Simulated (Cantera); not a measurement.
Charge: 1 mol Si3N4, 0.74 mol N2O, 31 mol N2, at 1275 °C and 7.40 bar.

Cantera equilibrium calculation (NASA polynomials, part measured and part estimated; ideal gas, pure solids and liquids). Candidate condensed phases: Si, SiO2, Si2N2O, Si3N4; 16 gas species. Mutual solubility and eutectic melting of coexisting phases are not modelled. Kinetics and transport are ignored.

Base state: N2 1.00 (mole fractions); condensed: Si2N2O(s) + Si3N4(s).

Q: What changes in the equilibrium state with this change: pressure from 7.40 bar to 21.0 Pa?

A: 
```
species          before     after
--------------  -------  --------
N2                 1.00     0.989
SiO             9.12e-9    0.0106
Si                <1e-9  0.000104
Si2N2O(s), mol    0.740     0.397
Si3N4(s), mol     0.507     0.620
```
